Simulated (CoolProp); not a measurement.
Vapour-liquid equilibrium of R113 (1) + n-hexane (2) at 0.0117 MPa; x and y are mole fractions of (1).

Values from CoolProp's multi-fluid Helmholtz-energy mixture model, Marx 1992 and Thol 2019; pair parameters Bell 2016.

**Question.** Give the bubble temperature and the first vapour's composition at x = 0.05, 0.55, 0.85. Is there an azeotrope?

**Answer.** x = 0.05: 10.7 °C, y = 0.149; x = 0.55: -0.7 °C, y = 0.744; x = 0.85: -3.8 °C, y = 0.914. No azeotrope shows between x = 0.05 and 0.95.

The pair parameters rest on a limited set of measurements; away from them the model extrapolates.
